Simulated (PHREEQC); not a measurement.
Dissolve 2.5 mmol/kgw HCl, 2 mmol/kgw NiSO4 and 0.057 mmol/kgw MnSO4 at 25 °C. Closed to the air; pH follows from the charge balance.

Model: ion-association model, wateq4f.dat, run in PHREEQC.

Each row changes one thing in this solution. No solid was allowed to form.

| case | pH | ionic strength (mol/kgw) | SO4-2 (mol/kgw) | NiSO4 (mol/kgw) | HSO4- (mol/kgw) | Ni(SO4)2-2 (mol/kgw) | SI of Morenosite (NiSO4:7H2O) |
|---|---|---|---|---|---|---|---|
| as made | 2.68 | 0.00924 | 0.00157 | 0.000243 | 0.000237 | 2.07e-8 | -3.54 |
| temperature from 25 to 50 °C | 2.71 | 0.00891 | 0.00143 | 0.000260 | … | … | -3.77 |
| MnSO4 replaced by Ag2SO4 at the same molality | 2.68 | 0.00911 | 0.00158 | 0.000244 | 0.000237 | 2.09e-8 | -3.54 |
| temperature from 25 to 5 °C | 2.67 | 0.00947 | 0.00166 | 0.000219 | … | 2.37e-8 | -3.35 |
| HCl left out | 6.40 | 0.00703 | 0.00176 | 0.000290 | 5.27e-8 | 2.77e-8 | -3.47 |
| temperature from 25 to 75 °C | … | 0.00853 | … | 0.000259 | 0.000554 | 1.20e-8 | -3.99 |

### Question
Complete the blanks.

### Answer

- temperature from 25 to 50 °C, HSO4- (mol/kgw): 0.000363
- temperature from 25 to 50 °C, Ni(SO4)2-2 (mol/kgw): 1.65e-8
- temperature from 25 to 5 °C, HSO4- (mol/kgw): 0.000174
- temperature from 25 to 75 °C, pH: 2.75
- temperature from 25 to 75 °C, SO4-2 (mol/kgw): 0.00123

Species that the database lacks are ignored. Some of these states are supersaturated (in Cerargyrite, for instance). Away from 25 °C the constants follow the database's enthalpies or fits; those with neither stay at their 25 °C values.
